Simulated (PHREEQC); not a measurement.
**Arsenic or selenium liquor**

Dissolve 0.093 mol/kgw Na2HAsO4, 9.8e-05 mol/kgw H2SO4 and 0.0056 mol/kgw CuSO4 at 25 °C. Closed to the air; pH follows from the charge balance.

Equilibrium calculation in PHREEQC: ion-association model, wateq4f.dat.

Each row changes one thing in this solution. No solid was allowed to form.

| case | pH | ionic strength (mol/kgw) | NaSO4- (mol/kgw) | SI of Mirabilite (Na2SO4:10H2O) |
|---|---|---|---|---|
| as made | 7.75 | 0.278 | 0.00110 | -3.58 |
| H2SO4 from 9.8e-05 to 0.000196 mol/kgw | 7.74 | 0.278 | 0.00112 | -3.57 |
| temperature from 25 to 80 °C | 7.75 | 0.284 | 0.00123 | -5.85 |
| Na2HAsO4 replaced by Na2CO3 at the same molality | 10.59 | 0.196 | 0.00101 | -3.69 |
| CuSO4 replaced by Cs2SO4 at the same molality | 8.80 | 0.294 | 0.00109 | -3.59 |
| 0.0015 mol/kgw NaOH added | 7.81 | 0.280 | 0.00111 | -3.57 |
| H2SO4 replaced by NaHSO4 at the same molality | 7.75 | 0.278 | 0.00110 | -3.58 |

Some of these states are supersaturated (in Brochantite, Cu(OH)2, Tenorite (slow to form), for instance). Constants without temperature data keep their 25 °C values here. The database has no arsenate complexes of Cu. The database's constant for dissolved Cu(OH)2 is higher than later reviews accept.
